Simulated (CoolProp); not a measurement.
C3F8 (R218) along the isobar 3.72 MPa: Z from the reference equation and from simpler models built on Tc = 345.0 K, pc = 2.640 MPa, ω = 0.317; each cubic takes its own stable root.

Values from CoolProp's reference Helmholtz-energy equation of state, Lemmon 2006. It is a short technical equation, of lower accuracy than the large ones.

| T (K) | phase | reference |
|---|---|---|
| 247.6 | liquid | 0.2142 |
| 252.8 | liquid | 0.2125 |
| 258 | liquid | 0.2110 |
| 263.3 | liquid | 0.2097 |
| 268.5 | liquid | 0.2085 |
| 273.7 | liquid | 0.2076 |
| 279 | liquid | 0.2069 |
| 284.2 | liquid | 0.2065 |
| 289.4 | liquid | 0.2063 |
| 294.7 | liquid | 0.2063 |
| 299.9 | liquid | 0.2067 |
| 305.1 | liquid | 0.2074 |
| 310.4 | liquid | 0.2085 |
| 315.6 | liquid | 0.2101 |
| 320.8 | liquid | 0.2123 |
| 326.1 | liquid | 0.2153 |

### Question
How far does each simpler model (van der Waals, Redlich-Kwong, Soave-Redlich-Kwong) lie from the reference over these 16 states: mean and median of the absolute difference, and the worst?

### Answer
- van der Waals: mean 52.6 %, median 53.0 %, worst +55.5 % at 247.6 K and 3.72 MPa
- Redlich-Kwong: mean 11.8 %, median 11.4 %, worst +15.2 % at 326.1 K and 3.72 MPa
- Soave-Redlich-Kwong: mean 7.1 %, median 6.4 %, worst +11.5 % at 326.1 K and 3.72 MPa
